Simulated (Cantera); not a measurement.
A freely propagating, adiabatic, planar premixed flame of 30.7 % CO, 3.68 % H2, 1.01 % CH4, 17.4 % O2, 47.2 % N2, equivalence ratio 1.1, unburnt at 450 K and 100.0 Torr; mixture-averaged transport, grid criteria slope 0.08 and curve 0.16, no radiation.

Model: GRI-Mech 3.0 (53 species, 325 reactions), integrated in Cantera. Burning velocities carry a grid error of a few per cent, more on coarse grids.

Predict: laminar burning velocity; thermal thickness; peak x(CH2O); peak x(C2H6).


* **laminar burning velocity**: 183 cm/s
* **thermal thickness**: 5.66 mm
* **peak x(CH2O)**: 7.35e-5
* **peak x(C2H6)**: 9.84e-7
